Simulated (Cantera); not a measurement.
Input: 1 mol Fe2O3, 0.36 mol C, a varied amount of CO, held at 750 °C and 0.100 bar.

Method: chemical equilibrium by Gibbs-energy minimisation in Cantera with the NASA 1993 tables (ideal gas, pure condensed phases). Candidate condensed phases: C, Fe, Fe(CO)5, FeO, Fe2O3, Fe3O4; 15 gas species. Mutual solubility and eutectic melting of coexisting phases are not modelled. The tables' stoichiometric FeO is somewhat more stable than real wüstite, so its field is too wide. FeO: taken at fixed stoichiometry. Equilibrium is a limit: real reactors are often held back by kinetics, nucleation or transport.

x: gas mole fraction; n: condensed amount in mol.

```
n(CO) (mol)  x CO2    x CO  n FeO(s)  n Fe3O4(s)
-----------  -----  ------  --------  ----------
0.091        0.947  0.0533      1.36       0.213
0.12         0.947  0.0533      1.44       0.186
0.16         0.947  0.0533      1.56       0.148
0.21         0.947  0.0533      1.70       0.100
0.28         0.947  0.0533      1.90           …
0.37         0.877   0.123      2.00           0
0.5              …       …      2.00           0
0.66         0.627   0.373      2.00           0
```

Question: Some entries are withheld; supply them.

Answer: 
- 0.5, x CO2: 0.744
- 0.5, x CO: 0.256
- 0.28, n Fe3O4(s): 0.0341
